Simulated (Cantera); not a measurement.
# Equilibrium for silicon nitride deposition: SiH4 + N2

Input: 1 mol SiH4, 0.33 mol N2.

Equilibrium computed with Cantera from the NASA thermochemical tables; the gas is ideal and each condensed phase is pure. Candidate condensed phases: Si, Si3N4; 18 gas species. Mutual solubility and eutectic melting of coexisting phases are not modelled. Kinetics and transport are ignored.

Q: Map the stable condensed phases over T = 1775, 1800, 1825, 1850, 1875, 1900, 1925, 1950, 1975 K and P in Pa = 5, 15, 45, 140, 410, 1200, 3700, 11000, 33000, 100000.

A: 
```
T in K \ P in Pa
              5     15     45    140    410   1200   3700  11000  33000 100000
   1975       A      B      B      B      B      B      B      B      B      C
   1950       A      B      B      B      B      B      B      B      B      C
   1925       A      B      B      B      B      B      B      B      B      C
   1900       B      B      B      B      B      B      B      B      C      C
   1875       B      B      B      B      B      B      B      B      C      C
   1850       B      B      B      B      B      B      B      B      C      C
   1825       B      B      B      B      B      B      B      C      C      C
   1800       B      B      B      B      B      B      B      C      C      C
   1775       B      B      B      B      B      B      B      C      C      C
```
A: gas only; B: Si; C: Si + Si3N4.
